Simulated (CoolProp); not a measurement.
A single-stage vapour-compression cycle with R141b: evaporating at 325.15 K (dew point), condensing at 365.15 K (bubble point), superheat 5 K, subcooling 0 K, compressor efficiency 0.85, no pressure losses. Each further row changes one setting.

Values from CoolProp's reference Helmholtz-energy equation of state, Lemmon 2006. It is a short technical equation, of lower accuracy than the large ones.

```json
[
 {"case": "as stated", "cooling COP": "5.91", "pressure ratio": "2.90", "discharge temperature (K)": "371.3", "refrigerating effect (kJ/kg)": "168", "volumetric capacity (kJ/m³)": "1470"},
 {"case": "evaporating temperature 330.15 K", "cooling COP": "6.98", "pressure ratio": "2.50", "discharge temperature (K)": "(withheld)", "refrigerating effect (kJ/kg)": "(withheld)", "volumetric capacity (kJ/m³)": "(withheld)"},
 {"case": "condensing temperature 360.15 K", "cooling COP": "6.91", "pressure ratio": "(withheld)", "discharge temperature (K)": "(withheld)", "refrigerating effect (kJ/kg)": "174", "volumetric capacity (kJ/m³)": "1530"},
 {"case": "subcooling 5 K", "cooling COP": "(withheld)", "pressure ratio": "2.90", "discharge temperature (K)": "371.3", "refrigerating effect (kJ/kg)": "174", "volumetric capacity (kJ/m³)": "1530"},
 {"case": "superheat 15 K", "cooling COP": "5.98", "pressure ratio": "2.90", "discharge temperature (K)": "381.4", "refrigerating effect (kJ/kg)": "176", "volumetric capacity (kJ/m³)": "(withheld)"},
 {"case": "compressor efficiency 0.75", "cooling COP": "(withheld)", "pressure ratio": "2.90", "discharge temperature (K)": "375.3", "refrigerating effect (kJ/kg)": "168", "volumetric capacity (kJ/m³)": "1470"}
]
```

Fill in the missing entries.


- evaporating temperature 330.15 K, discharge temperature (K): 370.9
- evaporating temperature 330.15 K, refrigerating effect (kJ/kg): 171
- evaporating temperature 330.15 K, volumetric capacity (kJ/m³): 1730
- condensing temperature 360.15 K, pressure ratio: 2.58
- condensing temperature 360.15 K, discharge temperature (K): 366.5
- subcooling 5 K, cooling COP: 6.13
- superheat 15 K, volumetric capacity (kJ/m³): 1490
- compressor efficiency 0.75, cooling COP: 5.21
